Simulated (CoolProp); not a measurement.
The numbers come from the reference Helmholtz-energy equation of state, Akasaka 2020 in CoolProp.

Problem. Give the vapour pressure (MPa), liquid density (kg/m³), vapour density (kg/m³), enthalpy of vaporisation (kJ/kg) of saturated R1123 at -50.95, -34.15, -31.35 °C.

Solution. 
```csv
T (°C),p (MPa),liquid density (kg/m³),vapour density (kg/m³),enthalpy of vaporisation (kJ/kg)
-50.95,0.167,1310,7.84,218
-34.15,0.342,1260,15.4,205
-31.35,0.381,1250,17.1,202
```
